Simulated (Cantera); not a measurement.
Input (Python, Cantera):

```python
import numpy as np
import cantera as ct

gas = ct.Solution("gri30.yaml", transport_model="multicomponent")
show = ['NO', 'H2O', 'H2']

rows = []
print(f"{'T/K':>7s}{'rho':>11s}{'cp':>10s}{'mu':>11s}{'lambda':>11s}{'Pr':>7s}" + "".join(f"{'D_' + s:>11s}" for s in show))
for T in [400, 650, 900, 1150, 1400, 1650]:
    gas.TPX = T, 140000, {'H2': 0.79, 'N2': 0.36, 'NH3': 0.35}
    Pr = gas.cp_mass * gas.viscosity / gas.thermal_conductivity
    D = [gas.mix_diff_coeffs_mole[gas.species_index(s)] for s in show]
    rows.append([gas.density, gas.cp_mass, gas.viscosity, gas.thermal_conductivity, Pr, *D])
    print(f"{T:7g}{gas.density:11.4e}{gas.cp_mass:10.1f}{gas.viscosity:11.4e}"
          f"{gas.thermal_conductivity:11.4e}{Pr:7.3f}" + "".join(f"{d:11.4e}" for d in D))
print("SI units: kg/m3, J/kg/K, Pa s, W/m/K, m2/s")
```

Result:

```
    T/K        rho        cp         mu     lambda     Pr       D_NO      D_H2O       D_H2
    400 4.9500e-01    2676.6 1.7695e-05 1.0597e-01  0.447 4.1529e-05 4.4305e-05 9.4681e-05
    650 3.0462e-01    2862.2 2.5919e-05 1.5645e-01  0.474 9.6544e-05 1.1185e-04 2.1703e-04
    900 2.2000e-01    3066.8 3.3083e-05 2.0684e-01  0.491 1.6783e-04 2.0325e-04 3.7505e-04
   1150 1.7217e-01    3251.4 3.9511e-05 2.5662e-01  0.501 2.5345e-04 3.1512e-04 5.6469e-04
   1400 1.4143e-01    3415.2 4.5401e-05 3.0665e-01  0.506 3.5215e-04 4.4529e-04 7.8329e-04
   1650 1.2000e-01    3555.3 5.0879e-05 3.5589e-01  0.508 4.6305e-04 5.9226e-04 1.0289e-03
SI units: kg/m3, J/kg/K, Pa s, W/m/K, m2/s
```

Model: GRI-Mech 3.0 (53 species, 325 reactions), integrated in Cantera. Polar gases are described roughly by these parameters. The composition is frozen, though it would react at the higher temperatures.
